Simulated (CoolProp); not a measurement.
Computed with CoolProp (reference Helmholtz-energy equation of state, Akasaka 2023).

For R1336mzz(E), give the phase and the cv (kJ/(kg K)), speed of sound (m/s) at 278.3 K and 0.0312 MPa; 214.1 K and 0.0401 MPa.


- 278.3 K and 0.0312 MPa: gas; cv 0.743, speed of sound 121
- 214.1 K and 0.0401 MPa: liquid; cv 0.844, speed of sound 973
